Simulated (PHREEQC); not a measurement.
Consider water at 75 °C with 120 mmol/kgw HBr, 16 mmol/kgw MgSO4 and 0.8 mmol/kgw KNO3. Closed to the air; pH follows from the charge balance.

Equilibrium calculation in PHREEQC: ion-association model, phreeqc.dat.

```
Item                          Value
--------------------  -------------
pH                             1.07
ionic strength        0.153 mol/kgw
specific conductance    90300 µS/cm
density                 0.983 g/cm³
total alkalinity        -120 meq/kg
```

```
species  molality  activity   log γ
-------  --------  --------  ------
Br-         0.120    0.0834  -0.158
H+          0.106    0.0843  -0.101
Mg+2       0.0149   0.00490  -0.481
HSO4-      0.0137    0.0100  -0.133
SO4-2     0.00119  0.000345  -0.538
MgSO4     0.00115   0.00120   0.015
NO3-     0.000800  0.000556  -0.158
K+       0.000796  0.000565  -0.149
KSO4-     3.89e-6   2.89e-6  -0.129
```

No solid was allowed to form. Away from 25 °C the constants follow the database's enthalpies or fits; those with neither stay at their 25 °C values.
